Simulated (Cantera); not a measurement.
Charge: 1 mol HMDSO, 7.4 mol H2O, 1.1 mol N2, held at 1223 K and 75.0 Torr.

Cantera equilibrium calculation (NASA polynomials, part measured and part estimated; ideal gas, pure solids and liquids). Candidate condensed phases: C, C6H6, C7H8, C8H18, H2O, Si, SiC, SiO2, Si2N2O, Si3N4; 151 gas species. The feed counts by its element totals alone. The tables hold silica as quartz up to 1696 K and as liquid above; real silica turns to tridymite and cristobalite and melts near 1996 K. Kinetics and transport are ignored.

Base state: H2 0.748, CO 0.201, N2 0.0503, CH4 0.000745, H2O 0.000302, CO2 5.54e-5, HCN 1.86e-5 (mole fractions); condensed: C(graphite) + SiO2(β-quartz).

Q: What changes in the equilibrium state with this change: temperature from 1223 K to 1100 K?

A: 
```csv
species,before,after
H2,0.748,0.746
CO,0.201,0.200
N2,0.0503,0.0504
CH4,0.000745,0.00200
CO2,5.54e-5,0.000352
H2O,0.000302,0.00133
"C(graphite), mol",1.59,1.59
"SiO2(β-quartz), mol",2.00,2.00
```

Q: What changes in the equilibrium state with this change: temperature from 1223 K to 775 K?

A: 
| species | before | after |
|---|---|---|
| H2 | 0.748 | 0.643 |
| H2O | 0.000302 | 0.125 |
| CH4 | 0.000745 | 0.0846 |
| CO | 0.201 | 0.0429 |
| CO2 | 5.54e-5 | 0.0420 |
| N2 | 0.0503 | 0.0628 |
| HCN | 1.86e-5 | 9.84e-9 |
| NH3 | 2.49e-6 | 5.01e-5 |
| C(graphite), mol | 1.59 | 3.03 |
| SiO2(β-quartz), mol | 2.00 | 0 |
| SiO2(α-quartz), mol | 0 | 2.00 |
